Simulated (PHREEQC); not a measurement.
Consider water at 20 °C with 0.25 mol/kgw TMAH, 0.00039 mol/kgw K2SiO3 and 0.31 mol/kgw (CH3)4NCl. Closed to the air; pH follows from the charge balance.

Model: ion-association model, wateq4f.dat, run in PHREEQC.

No solid was allowed to form.

Estimate the pH.

pH 13.37.

In which forms is Si present?

H2SiO4-2 77 %, H3SiO4- 23 % of the Si.

Complexes and solids missing from the database can't appear. (CH3)4N+ isn't in the database: it is added as a free cation with an ion size of 4 Å.
